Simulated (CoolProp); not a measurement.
Values from CoolProp's reference Helmholtz-energy equation of state, Thol 2017.

Problem. For octamethyltrisiloxane (MDM), give the phase and the density (kg/m³), cv (kJ/(kg K)), speed of sound (m/s), expansivity (1/kK) at 575 K and 0.19 MPa.

Solution. 
- 575 K and 0.19 MPa: gas; density 9.82, cv 2.06, speed of sound 137, expansivity 2.06
